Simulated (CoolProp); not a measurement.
Computed with CoolProp (reference Helmholtz-energy equation of state, Jacobsen 1992).

### Question
For R11, give the phase and the density (kg/m³), Joule-Thomson coefficient (K/MPa), expansivity (1/kK), conductivity (mW/(m K)) at 33.25 °C and 3.99 bar; -12.45 °C and 0.517 bar.

### Answer
- 33.25 °C and 3.99 bar: liquid; density 1460, Joule-Thomson coefficient -0.378, expansivity 1.67, conductivity 84.6
- -12.45 °C and 0.517 bar: liquid; density 1560, Joule-Thomson coefficient -0.475, expansivity 1.42, conductivity 97.9

Thermal conductivity comes from a separate model (McLinden 2000), an estimate that may be off by 10 % or more.
